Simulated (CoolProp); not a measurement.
Model: reference Helmholtz-energy equation of state, Bücker 2006, in CoolProp.

Question: Give the vapour pressure (MPa), enthalpy of vaporisation (kJ/kg), vapour Z, surface tension (mN/m) of saturated n-butane at 41.45 °C.

Answer: 
| T (°C) | p (MPa) | enthalpy of vaporisation (kJ/kg) | vapour Z | surface tension (mN/m) |
|---|---|---|---|---|
| 41.45 | 0.394 | 344 | 0.894 | 10.1 |

Surface tension comes from a separate correlation (Mulero 2012).
